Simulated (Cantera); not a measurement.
Charge: 1 mol Si, 1.3 mol HCl, 4.1 mol H₂, equilibrated at 1673.15 K and 10000 Pa.

Equilibrium computed with Cantera from the NASA thermochemical tables; the gas is ideal and each condensed phase is pure. Candidate condensed phases: Si; 19 gas species. The tables' values for SiCl₃, SiCl are old estimates; treat these amounts as uncertain. Rates play no part.

Base state: H₂ 0.823, HCl 0.116, SiCl₂ 0.0587, SiCl₃ 0.00218, H 0.000327, SiHCl₃ 0.000216, SiCl₄ 0.000169, SiH₂Cl₂ 4.75e-5 (mole fractions); condensed: Si(s).

Q: What changes in the equilibrium state with this change: H₂ from 4.1 to 0.77 mol?

A: 
| species | before | after |
|---|---|---|
| H₂ | 0.823 | 0.601 |
| SiCl₂ | 0.0587 | 0.200 |
| HCl | 0.116 | 0.182 |
| SiCl₃ | 0.00218 | 0.0137 |
| SiCl₄ | 0.000169 | 0.00196 |
| SiHCl₃ | 0.000216 | 0.00116 |
| Si(s), mol | 0.669 | 0.556 |

Q: What changes in the equilibrium state with this change: temperature from 1673.15 K to 650 K?

A: 
```
species       before     after
----------  --------  --------
H₂             0.823     0.930
SiCl₄       0.000169    0.0481
SiHCl₃      0.000216    0.0213
HCl            0.116  0.000171
SiCl₂         0.0587   1.80e-8
H           0.000327     <1e-9
Cl           3.59e-5     <1e-9
Si(s), mol     0.669     0.647
```
